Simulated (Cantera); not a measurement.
What does this Cantera script print?

```python
import numpy as np
import cantera as ct

gas = ct.Solution("h2o2.yaml")
gas.TPX = 575, 1000000, {'H2': 1, 'O2': 0.179, 'N2': 0.607, 'H2O': 0.097}
flame = ct.FreeFlame(gas, width=0.008)
flame.set_refine_criteria(ratio=3, slope=0.08, curve=0.16)
flame.transport_model = "mixture-averaged"
flame.solve(loglevel=0, auto=True)
z, T = flame.grid, flame.T
thick = (T[-1] - T[0]) / np.gradient(T, z).max()
show = ['H2', 'O2', 'H', 'HO2', 'H2O', 'O']
print(f"laminar burning velocity  {flame.velocity[0] * 100:.3f} cm/s")
print(f"burnt temperature         {T[-1]:.1f} K")
print(f"thermal thickness         {thick * 1e3:.4f} mm")
print(f"grid points               {len(z)}")
z0 = z[flame.heat_release_rate.argmax()]
print(f"{'z/mm':>9s}{'T/K':>9s}{'u/(m/s)':>9s}" + "".join(f"{s:>11s}" for s in show))
rows = []
for k in (-3, -2, -1.5, -1, -0.5, -0.25, 0, 0.25, 0.5, 1, 2, 4, 8):
    zz = z0 + k * thick
    rows.append([k * thick, np.interp(zz, z, T), np.interp(zz, z, flame.velocity),
                 *(np.interp(zz, z, flame.X[gas.species_index(s)]) for s in show)])
    print(f"{rows[-1][0] * 1e3:9.3f}{rows[-1][1]:9.1f}{rows[-1][2]:9.3f}" + "".join(f"{x:11.3e}" for x in rows[-1][3:]))
```

Result:

```
laminar burning velocity  524.984 cm/s
burnt temperature         2021.8 K
thermal thickness         0.0271 mm
grid points               117
     z/mm      T/K  u/(m/s)         H2         O2          H        HO2        H2O          O
   -0.081    575.1    5.250  5.310e-01  9.507e-02  9.265e-14  1.030e-08  5.152e-02  5.351e-12
   -0.054    575.5    5.252  5.308e-01  9.512e-02  3.599e-12  1.642e-07  5.155e-02  2.041e-10
   -0.041    576.9    5.259  5.302e-01  9.523e-02  3.885e-11  1.045e-06  5.164e-02  2.107e-09
   -0.027    588.0    5.330  5.270e-01  9.583e-02  2.382e-09  1.884e-05  5.225e-02  5.735e-08
   -0.014    729.9    6.400  5.048e-01  9.594e-02  7.005e-05  8.981e-04  6.242e-02  9.257e-06
   -0.007   1029.2    8.768  4.713e-01  8.391e-02  1.904e-03  1.124e-03  9.659e-02  1.149e-04
    0.000   1370.1   11.489  4.290e-01  5.821e-02  8.776e-03  5.510e-04  1.526e-01  4.203e-04
    0.007   1603.7   13.394  3.935e-01  3.125e-02  1.713e-02  2.553e-04  2.047e-01  5.226e-04
    0.014   1731.9   14.451  3.732e-01  1.426e-02  2.172e-02  1.097e-04  2.368e-01  3.523e-04
    0.027   1838.4   15.307  3.617e-01  2.842e-03  2.178e-02  2.054e-05  2.589e-01  1.157e-04
    0.054   1908.0   15.828  3.627e-01  2.187e-04  1.616e-02  1.509e-06  2.651e-01  3.619e-05
    0.108   1956.8   16.178  3.666e-01  1.075e-05  9.937e-03  9.871e-08  2.667e-01  1.339e-05
    0.216   1988.2   16.398  3.696e-01  1.721e-06  5.505e-03  2.102e-08  2.676e-01  4.249e-06
```

Detailed kinetics in Cantera: the H2/O2 subset of GRI-Mech 3.0, which has no nitrogen chemistry. The hydrogen kinetics of GRI-Mech 3.0 are dated; newer H2 mechanisms differ, most at raised pressure. Burning velocities carry a grid error of a few per cent, more on coarse grids.
